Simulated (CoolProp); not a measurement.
Vapour-liquid equilibrium of n-heptane (1) + ethylbenzene (2) at 4.32 bar; x and y are mole fractions of (1).

Model: multi-fluid Helmholtz-energy mixture model, Span 2003 and Zhou 2012; pair parameters Bell 2016, in CoolProp.

Task: Give the bubble temperature and the first vapour's composition at x = 0.35, 0.5, 0.95. Is there an azeotrope?

Result: x = 0.35: 177.9 °C, y = 0.547; x = 0.5: 171.7 °C, y = 0.681; x = 0.95: 158.1 °C, y = 0.972. No azeotrope shows between x = 0.05 and 0.95.

The pair parameters rest on a limited set of measurements; away from them the model extrapolates.
